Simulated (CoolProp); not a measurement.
n-pentane along the isotherm 233.05 °C: Z from the reference equation and from simpler models built on Tc = 196.5 °C, pc = 33.68 bar, ω = 0.251; each cubic takes its own stable root.

Model: reference Helmholtz-energy equation of state, Thol 2019, in CoolProp.

| p (bar) | phase | reference | van der Waals | Redlich-Kwong | Soave-Redlich-Kwong | Peng-Robinson |
|---|---|---|---|---|---|---|
| 1.06 | gas | 0.9916 | 0.9922 | 0.9913 | 0.9917 | 0.9905 |
| 2.19 | gas | 0.9826 | 0.9837 | 0.9820 | 0.9827 | 0.9804 |
| 4.49 | gas | 0.9639 | 0.9661 | 0.9627 | 0.9642 | 0.9595 |
| 9.22 | gas | 0.9241 | 0.9283 | 0.9216 | 0.9249 | 0.9155 |
| 18.9 | gas | 0.8357 | 0.8416 | 0.8301 | 0.8382 | 0.8200 |
| 38.9 | supercritical | 0.6007 | 0.5728 | 0.5840 | 0.6171 | 0.5869 |
| 79.9 | supercritical | 0.3898 | 0.5002 | 0.4358 | 0.4562 | 0.4174 |
| 164 | supercritical | 0.6466 | 0.8594 | 0.6966 | 0.7093 | 0.6415 |
| 337 | supercritical | 1.164 | 1.563 | 1.213 | 1.223 | 1.104 |
